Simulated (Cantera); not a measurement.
A closed system holds: 1 mol BCl3, 0.58 mol NH3, 3.6 mol N2, at 1525 K and 100 Torr.

Cantera equilibrium calculation (NASA polynomials, part measured and part estimated; ideal gas, pure solids and liquids). Candidate condensed phases: B, BN, NH4Cl; 21 gas species. The tables' values for BCl2 are old estimates; treat these amounts as uncertain. Gases not in the tables: BHCl2. Kinetics and transport are ignored.

### Question
What is the equilibrium state?

### Answer
| Item | Result |
|---|---|
| x(N2) | 0.626 |
| x(HCl) | 0.297 |
| x(BCl3) | 0.0745 |
| x(H2) | 0.00263 |
| x(Cl) | 0.000301 |
| x(BCl2) | 7.50e-5 |
| x(H) | 3.32e-6 |
| x(Cl2) | 2.54e-6 |
| x(BCl) | 1.77e-6 |
| n(BN(s)) | 0.570 mol |
| gas amount | 5.761 mol |
| log10 activity of B(s) (absent) | -3.45 |
